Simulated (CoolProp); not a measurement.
Vapour-liquid equilibrium of dimethyl ether (1) + 1-butene (2) at 0.19 MPa; x and y are mole fractions of (1).

The numbers come from the multi-fluid Helmholtz-energy mixture model, Wu 2011 and Lemmon 2005; pair parameters Bell 2016 in CoolProp.

Problem. Give the bubble temperature and the first vapour's composition at x = 0.15, 0.25, 0.45. Is there an azeotrope?

Solution. x = 0.15: 5.1 °C, y = 0.294; x = 0.25: 2.1 °C, y = 0.432; x = 0.45: -2.3 °C, y = 0.630. No azeotrope shows between x = 0.05 and 0.95.

The pair parameters rest on a limited set of measurements; away from them the model extrapolates.
